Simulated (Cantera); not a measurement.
An isothermal, constant-pressure homogeneous reactor starts with C2H6 : N2 = 1 : 7.2 (molar parts), at 1250 K and 0.0133 bar. Integrator tolerance rtol = 1e-08.

Computed with Cantera and GRI-Mech 3.0 (53 species, 325 reactions). GRI-Mech 3.0 stops at C3 and has no aromatics, soot or wall deposition, so with more carbon than oxygen in the feed, carbon stays in small species such as C2H2 where larger ones or solid carbon would form. Radical loss at walls, strong at low pressure, is not modelled.

| quantity | before | after |
|---|---|---|
| x(C2H6) at 30.0 s | 2.09e-6 (gas-phase equilibrium 1.76e-7) | 3.54e-6 (gas-phase equilibrium 4.16e-7) |
| x(CH4) at 30.0 s | 0.0297 (gas-phase equilibrium 0.00565) | 0.0408 (gas-phase equilibrium 0.00988) |
| x(C2H2) at 30.0 s | 0.0747 (gas-phase equilibrium 0.0576) | 0.0986 (gas-phase equilibrium 0.0818) |
| x(C2H) at 30.0 s | 1.34e-10 (gas-phase equilibrium 1.63e-10) | 1.65e-10 (gas-phase equilibrium 2.03e-10) |
| x(H2) at 30.0 s | 0.147 (gas-phase equilibrium 0.188) | 0.193 (gas-phase equilibrium 0.243) |
| x(CH2) at 30.0 s | 1.21e-11 (gas-phase equilibrium 5.75e-12) | 1.45e-11 (gas-phase equilibrium 7.79e-12) |
| x(CH3) at 30.0 s | 3.53e-6 (gas-phase equilibrium 1.06e-6) | 4.53e-6 (gas-phase equilibrium 1.64e-6) |

### Question
Name the change that produced these shifts.
A) temperature 1250 to 1575 K
B) C2H6 1 to 1.5 parts
C) pressure from 0.0133 bar to 1.20 bar
D) pressure from 0.0133 bar to 0.900 bar

### Answer
B, C2H6 1 to 1.5 parts
